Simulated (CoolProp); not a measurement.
Computed with CoolProp (reference Helmholtz-energy equation of state, McLinden 2015).

### Question
For the fluoroketone C6F12O (FK-5-1-12), give the phase and the cv (kJ/(kg K)), speed of sound (m/s) at 160.55 °C and 0.0818 MPa.

### Answer
- 160.55 °C and 0.0818 MPa: gas; cv 0.969, speed of sound 107
